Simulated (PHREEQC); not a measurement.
Make-up at 25 °C: 7.4e-05 mol/kgw Ca(HCO3)2, 5.3e-06 mol/kgw CO2 and 0.057 mol/kgw MgSO4. Closed to the air; pH follows from the charge balance.

The numbers come from PHREEQC with the ion-association model, phreeqc.dat.

Precipitation was switched off in this run.

Q: Predict the pH, specific conductance.

A: pH 7.40; specific conductance 5360 µS/cm.

Q: In which forms is Ca present?

A: Ca+2 60 %, CaSO4 40 % of the Ca.
